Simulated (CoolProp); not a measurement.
Values from CoolProp's reference Helmholtz-energy equation of state, Zhou 2014.

Question: For cyclohexane, give the phase and the density (kg/m³), cv (kJ/(kg K)), speed of sound (m/s), fugacity coefficient at 578.4 K and 4430 kPa; 588.8 K and 4430 kPa; 609.6 K and 4430 kPa.

Answer: 
- 578.4 K and 4430 kPa: supercritical; density 143, cv 2.66, speed of sound 136, fugacity coefficient 0.690
- 588.8 K and 4430 kPa: supercritical; density 128, cv 2.67, speed of sound 151, fugacity coefficient 0.709
- 609.6 K and 4430 kPa: supercritical; density 110, cv 2.72, speed of sound 172, fugacity coefficient 0.742
